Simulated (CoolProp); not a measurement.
A Linde-Hampson liquefier for methane: isothermal reversible compression at 280 K from 1 atm to 40 MPa, throttling to 1 atm, return gas leaving the recuperator 0 K below the feed. Each further row changes one setting.

Computed with CoolProp (reference Helmholtz-energy equation of state, Setzmann 1991).

| case | liquid yield per pass | compression work (kJ/kg of gas) |
|---|---|---|
| as stated | ___ | 803 |
| high pressure 80 MPa | ___ | ___ |
| warm-end temperature 310 K | ___ | ___ |
| warm-end gap 5 K | 0.278 | 803 |

**Question.** Some entries are withheld; supply them.

**Answer.** 
- as stated, liquid yield per pass: 0.287
- high pressure 80 MPa, liquid yield per pass: 0.254
- high pressure 80 MPa, compression work (kJ/kg of gas): 934
- warm-end temperature 310 K, liquid yield per pass: 0.231
- warm-end temperature 310 K, compression work (kJ/kg of gas): 914
